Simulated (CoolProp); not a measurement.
The fluoroketone C6F12O (FK-5-1-12) along the isotherm 500 K: density (kg/m³) from the reference equation and from simpler models built on Tc = 441.8 K, pc = 18.69 bar, ω = 0.471; each cubic takes its own stable root.

Model: reference Helmholtz-energy equation of state, McLinden 2015, in CoolProp.

```
p (bar)          phase  reference
-------  -------------  ---------
5.19               gas      42.06
10.4               gas      90.57
15.6               gas      147.6
20.8     supercritical      216.6
26       supercritical      302.4
31.2     supercritical      408.0
36.3     supercritical      524.5
41.5     supercritical      633.2
46.7     supercritical      716.9
```

Task: How far does each simpler model (ideal gas, van der Waals, Redlich-Kwong, Soave-Redlich-Kwong) lie from the reference over these 9 states: mean and median of the absolute difference, and the worst?

Result: 
- ideal gas: mean 32.2 %, median 34.6 %, worst -50.5 % at 500 K and 46.7 bar
- van der Waals: mean 7.4 %, median 6.8 %, worst +21.8 % at 500 K and 31.2 bar
- Redlich-Kwong: mean 5.4 %, median 4.5 %, worst +12.8 % at 500 K and 31.2 bar
- Soave-Redlich-Kwong: mean 5.7 %, median 4.1 %, worst -12.9 % at 500 K and 46.7 bar
